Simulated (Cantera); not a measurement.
**Gas-phase reforming**

A perfectly stirred reactor is fed with 34.5 % CH₄, 13.8 % CO₂, 51.7 % H₂, at 165 Torr; it is held at 2023 K, and followed from long to short residence time.

Computed with Cantera and GRI-Mech 3.0 (53 species, 325 reactions). GRI-Mech 3.0 stops at C3 and has no aromatics, soot or wall deposition, so with more carbon than oxygen in the feed, carbon stays in small species such as C2H2 where larger ones or solid carbon would form.

| τ (s) | x CH₄ | x CO₂ | x H₂ | x CH₂O | x HO₂ |
|---|---|---|---|---|---|
| 19 | 0.00103 | 1.85e-5 | 0.740 | 1.27e-8 | <1e-12 |
| 8.0 | 0.00148 | 4.35e-5 | 0.739 | 1.36e-8 | <1e-12 |
| 3.3 | 0.00223 | 0.000104 | 0.738 | 1.70e-8 | <1e-12 |
| 1.4 | 0.00338 | 0.000238 | 0.736 | 2.85e-8 | <1e-12 |
| 0.59 | 0.00518 | 0.000530 | 0.732 | 6.61e-8 | <1e-12 |
| 0.25 | 0.00792 | 0.00111 | 0.724 | 1.78e-7 | <1e-12 |
| 0.10 | 0.0125 | 0.00228 | 0.710 | 5.01e-7 | <1e-12 |
| 0.043 | 0.0191 | 0.00422 | 0.693 | 1.18e-6 | 1.15e-12 |
| 0.018 | 0.0298 | 0.00806 | 0.672 | 2.51e-6 | 2.22e-12 |
| 0.0075 | 0.0474 | 0.0163 | 0.653 | 4.87e-6 | 3.39e-12 |
x: mole fraction; the columns are a selection and need not sum to one.
